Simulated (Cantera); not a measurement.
## Stirred combustor or abatement burner

A perfectly stirred reactor is fed with 4.91 % CH4, 1.91 % H2, 19.6 % O2, 73.6 % N2, equivalence ratio 0.55, at 1000000 Pa; it is adiabatic with a 523 K inlet, and is followed from long to short residence time, starting on the burning branch (τ in s: 0.071, 0.029, 0.012, 0.0047, 0.0019, 0.00077, 0.00031, 0.00012, 5e-05, 2e-05, 8.2e-06).

Computed with Cantera and GRI-Mech 3.0 (53 species, 325 reactions).

| τ (s) | T (K) | x CH4 | x H2 | x O2 | x C2H4 | x CH3 | x HCO | x HCN |
|---|---|---|---|---|---|---|---|---|
| 0.071 | 1769 | 5.56e-6 | 1.27e-5 | 0.0889 | 1.83e-9 | 1.04e-6 | 1.97e-9 | 3.29e-9 |
| 0.029 | 1768 | 1.14e-5 | 2.13e-5 | 0.0889 | 7.10e-9 | 2.18e-6 | 4.77e-9 | 4.10e-9 |
| 0.012 | 1767 | 2.21e-5 | 3.77e-5 | 0.0890 | 2.32e-8 | 4.32e-6 | 1.15e-8 | 5.60e-9 |
| 0.0047 | 1763 | 4.37e-5 | 7.16e-5 | 0.0891 | 7.30e-8 | 8.57e-6 | 2.93e-8 | 8.34e-9 |
| 0.0019 | 1756 | 8.47e-5 | 0.000136 | 0.0895 | 2.07e-7 | 1.62e-5 | 7.32e-8 | 1.24e-8 |
| 0.00077 | 1744 | 0.000170 | 0.000267 | 0.0902 | 5.85e-7 | 3.05e-5 | 1.85e-7 | 1.80e-8 |
| 0.00031 | 1715 | 0.000388 | 0.000574 | 0.0921 | 2.02e-6 | 6.09e-5 | 4.78e-7 | 2.49e-8 |
| 0.00012 | 523 | 0.0491 | 0.0191 | 0.196 | <1e-12 | <1e-12 | <1e-12 | <1e-12 |
| 5.0e-5 | 523 | 0.0491 | 0.0191 | 0.196 | <1e-12 | <1e-12 | <1e-12 | <1e-12 |
| 2.0e-5 | 523 | 0.0491 | 0.0191 | 0.196 | <1e-12 | <1e-12 | <1e-12 | <1e-12 |
| 8.2e-6 | 523 | 0.0491 | 0.0191 | 0.196 | <1e-12 | <1e-12 | <1e-12 | <1e-12 |
x: mole fraction; the columns are a selection and need not sum to one.
